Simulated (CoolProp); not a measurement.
A simple Rankine cycle with n-heptane: condensing at 304.15 K, boiler at 0.356 MPa, turbine inlet 436 K, turbine efficiency 0.75, pump efficiency 0.8, no recuperator. Each further row changes one setting.

Model: reference Helmholtz-energy equation of state, Span 2003, in CoolProp. It is a short technical equation, of lower accuracy than the large ones.

| case | thermal efficiency (%) | net work (kJ/kg) | heat in (kJ/kg) | turbine exit temperature (K) | volume ratio over the turbine |
|---|---|---|---|---|---|
| as stated | 15.0 | 90.9 | 607 | 386.9 | 43.3 |
| turbine inlet 456 K | 14.7 | 96.1 | 655 | 407.4 | 42.8 |
| condensing temperature 296.15 K | 16.0 | 99.9 | 625 | 382.5 | 63.5 |
| boiler pressure 0.249 MPa | 13.7 | 84.0 | 612 | 392.7 | 29.6 |
| turbine efficiency 0.65 | 13.0 | 78.7 | 607 | 392.9 | 44.0 |
